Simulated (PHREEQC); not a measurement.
NaOH is added in steps, without added water, to 1 kg of water holding 0.0026 mol CaCl2, 0.00091 mol Na2HPO4 and 8.2e-05 mol KCl, at 25 °C. Oxygen alone is held at its pressure in air (log pO2 = -0.68). CO2 from the air is kept out. Only these solids could form: Portlandite, Hydroxyapatite, Halite.

Base run: PHREEQC, ion-association model, wateq4f.dat. Each further column changes one thing. The table gives HPO4-2 (mol/kgw).

```
NaOH added (mol)      base  0.00052 mol/kgw H2SO4 added  KCl from 8.2e-05 to 1.64e-05 mol/kgw  diluted 5-fold with water  no solid may form
----------------  --------  ---------------------------  ------------------------------------  -------------------------  -----------------
0                  4.66e-5                      6.83e-7                               4.66e-5                    3.83e-5           0.000494
0.000625           3.55e-5                      5.42e-5                               3.54e-5                    1.25e-9           0.000206
0.00125            3.09e-9                      4.67e-5                               3.08e-9                   3.79e-10            2.28e-5
0.001875          6.89e-11                      3.11e-5                              6.86e-11                   2.17e-10            9.22e-6
0.0025            2.98e-11                     2.90e-10                              2.97e-11                   1.52e-10            5.85e-6
0.003125          1.84e-11                     5.64e-11                              1.84e-11                   1.18e-10            4.34e-6
0.00375           1.32e-11                     2.87e-11                              1.32e-11                   9.67e-11            3.48e-6
0.004375          1.03e-11                     1.88e-11                              1.03e-11                   8.25e-11            2.94e-6
0.005             8.46e-12                     1.38e-11                              8.43e-12                   7.24e-11            2.55e-6
```

H3PO4, which wateq4f.dat lacks, is added to it with the constant of phreeqc.dat. In at least one series the solution becomes supersaturated in solids that the run did not let form, among them Hydroxyapatite. Solids allowed in the column '0.00052 mol/kgw H2SO4 added': Gypsum, Portlandite, Hydroxyapatite, Halite, Mirabilite.
